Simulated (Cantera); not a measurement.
**Carbon deposition, reforming and gasification: C6H6 + O2 + H2**

Charge: 1 mol C6H6, 0.81 mol O2, 71 mol H2, equilibrated at 1.00 bar.

These are equilibrium values from Cantera (NASA tables, ideal gas, pure condensed phases), not measurements of a reactor. Candidate condensed phases: C, C6H6, C7H8, C8H18, H2O; 110 gas species. The numbers say what is thermodynamically allowed, not how fast it happens.

```json
[
 {"T (K)": "723", "log p H2": "-0.05", "log p CH4": "-1.05", "log p H2O": "-1.62", "log p CO": "-5.56", "log p H": "<-12", "log p C2H2 (acetylene)": "<-12", "n C(graphite)": "0"},
 {"T (K)": "873", "log p H2": "-0.05", "log p CH4": "-1.06", "log p H2O": "-1.65", "log p CO": "-2.85", "log p H": "-10.36", "log p C2H2 (acetylene)": "-11.93", "n C(graphite)": "0"},
 {"T (K)": "1023", "log p H2": "-0.04", "log p CH4": "-1.20", "log p H2O": "-2.34", "log p CO": "-1.74", "log p H": "-8.40", "log p C2H2 (acetylene)": "-8.72", "n C(graphite)": "0.264"},
 {"T (K)": "1173", "log p H2": "-0.02", "log p CH4": "-1.75", "log p H2O": "-3.14", "log p CO": "-1.68", "log p H": "-6.94", "log p C2H2 (acetylene)": "-7.23", "n C(graphite)": "3.10"},
 {"T (K)": "1323", "log p H2": "-0.01", "log p CH4": "-2.19", "log p H2O": "-3.82", "log p CO": "-1.67", "log p H": "-5.81", "log p C2H2 (acetylene)": "-6.10", "n C(graphite)": "3.91"},
 {"T (K)": "1473", "log p H2": "-0.01", "log p CH4": "-2.55", "log p H2O": "-4.36", "log p CO": "-1.67", "log p H": "-4.90", "log p C2H2 (acetylene)": "-5.20", "n C(graphite)": "4.17"},
 {"T (K)": "1623", "log p H2": "-0.01", "log p CH4": "-2.85", "log p H2O": "-4.80", "log p CO": "-1.67", "log p H": "-4.17", "log p C2H2 (acetylene)": "-4.47", "n C(graphite)": "4.27"},
 {"T (K)": "1773", "log p H2": "-0.01", "log p CH4": "-3.09", "log p H2O": "-5.16", "log p CO": "-1.67", "log p H": "-3.55", "log p C2H2 (acetylene)": "-3.86", "n C(graphite)": "4.30"},
 {"T (K)": "1923", "log p H2": "-0.01", "log p CH4": "-3.30", "log p H2O": "-5.47", "log p CO": "-1.67", "log p H": "-3.03", "log p C2H2 (acetylene)": "-3.36", "n C(graphite)": "4.27"},
 {"T (K)": "2073", "log p H2": "-0.01", "log p CH4": "-3.48", "log p H2O": "-5.73", "log p CO": "-1.67", "log p H": "-2.59", "log p C2H2 (acetylene)": "-2.92", "n C(graphite)": "4.17"},
 {"T (K)": "2223", "log p H2": "-0.01", "log p CH4": "-3.63", "log p H2O": "-5.96", "log p CO": "-1.67", "log p H": "-2.20", "log p C2H2 (acetylene)": "-2.55", "n C(graphite)": "3.93"},
 {"T (K)": "2373", "log p H2": "-0.02", "log p CH4": "-3.77", "log p H2O": "-6.16", "log p CO": "-1.67", "log p H": "-1.86", "log p C2H2 (acetylene)": "-2.23", "n C(graphite)": "3.46"}
]
```
log p: log10 of the partial pressure in bar; n: condensed amount in mol.

From 723 K to 873 K nothing is condensed. From 1023 K to 2373 K the condensed part is C(graphite). The main C-bearing gas is CH4 at 723 K and CO at 2373 K.
